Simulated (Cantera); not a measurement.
SiHCl3 + C2H4 + H2 + C3H8 (silicon carbide growth)

A closed system holds: 1 mol SiHCl3, 0.11 mol C2H4, 120 mol H2, 0.0072 mol C3H8, at 65.0 mbar.

These are equilibrium values from Cantera (NASA tables, ideal gas, pure condensed phases), not measurements of a reactor. Candidate condensed phases: C, C6H6, C7H8, C8H18, Si, SiC; 109 gas species. Mutual solubility and eutectic melting of coexisting phases are not modelled. The tables' values for SiCl, SiCl3 are old estimates; treat these amounts as uncertain. Gases not in the tables: Si2H6 and higher silanes. Kinetics and transport are ignored.

From 1375 K to 1675 K the condensed part is Si(s) + SiC(s). From 1725 K to 2025 K the condensed part is Si(l) + SiC(s). The main Si-bearing gas is SiCl2 throughout. The share of Si in condensed phases is highest at 1375 K (82.2 %) and lowest at 2025 K (69.0 %).

```tsv
T (K)	x H2	x HCl	x H	x SiCl2	n Si(s)	n SiC(s)	n Si(l)
1375	0.977	0.0216	1.33e-5	0.00137	0.581	0.241	0
1425	0.977	0.0215	2.64e-5	0.00143	0.577	0.241	0
1475	0.977	0.0215	5.03e-5	0.00148	0.572	0.241	0
1525	0.977	0.0214	9.17e-5	0.00153	0.568	0.241	0
1575	0.977	0.0213	0.000161	0.00158	0.562	0.241	0
1625	0.977	0.0213	0.000274	0.00162	0.557	0.241	0
1675	0.977	0.0212	0.000450	0.00166	0.551	0.241	0
1725	0.976	0.0213	0.000720	0.00160	0	0.241	0.556
1775	0.976	0.0214	0.00112	0.00151	0	0.241	0.562
1825	0.975	0.0216	0.00171	0.00143	0	0.241	0.564
1875	0.974	0.0217	0.00254	0.00135	0	0.241	0.560
1925	0.973	0.0218	0.00370	0.00128	0	0.241	0.545
1975	0.971	0.0218	0.00529	0.00121	0	0.240	0.512
2025	0.968	0.0219	0.00743	0.00115	0	0.237	0.453
```
x: gas mole fraction; n: condensed amount in mol.
